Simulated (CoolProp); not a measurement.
Methanol at 298.15 K and 0.162 MPa flows at 0.16 m/s in a round tube of 20 mm bore and 45 µm roughness, fully developed (64/Re and Nu = 3.66 if laminar; Colebrook and Gnielinski if turbulent). Each further row changes one setting.

Values from CoolProp's reference Helmholtz-energy equation of state, de Reuck 1993.

```tsv
case	Reynolds number	Darcy friction factor	pressure drop (Pa/m)	heat-transfer coefficient (W/(m² K))	mass flow (kg/h)
as stated	4630	0.0406	…	…	142
velocity 0.32 m/s	9250	…	…	…	285
diameter 40 mm	9250	0.0331	8.34	…	569
```

**Question.** Fill in the missing entries.

**Answer.** 
- as stated, pressure drop (Pa/m): 20.4
- as stated, heat-transfer coefficient (W/(m² K)): 377
- velocity 0.32 m/s, Darcy friction factor: 0.0347
- velocity 0.32 m/s, pressure drop (Pa/m): 69.8
- velocity 0.32 m/s, heat-transfer coefficient (W/(m² K)): 773
- diameter 40 mm, heat-transfer coefficient (W/(m² K)): 375

Viscosity comes from a separate model (Xiang 2006). Thermal conductivity comes from a separate model (Sykioti 2013).
